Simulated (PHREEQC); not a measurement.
Synthetic water in mg/L, 20 °C, pH 3.83, pe 12.2:

| constituent | mg/L |
|---|---|
| Na | 288 |
| K | 260 |
| Ca | 290 |
| Mg | 8 |
| Cl | 139 |
| S(6) as SO4 | 1540 |
| Li | 4.44 |
| Zn | 1.17 |

Cl is adjusted to close the charge balance.
Valence states are taken as typed.

Equilibrium calculation in PHREEQC: ion-association model, phreeqc.dat.

Task: The ionic strength comes out as 0.0475 mol/kgw. What activity coefficients do SO4-2, K+, HSO4-, Cl-, Li+ get?

Result: SO4-2 0.47, K+ 0.82, HSO4- 0.83, Cl- 0.82, Li+ 0.84.

No solid was allowed to form. Complexes and solids missing from the database can't appear.
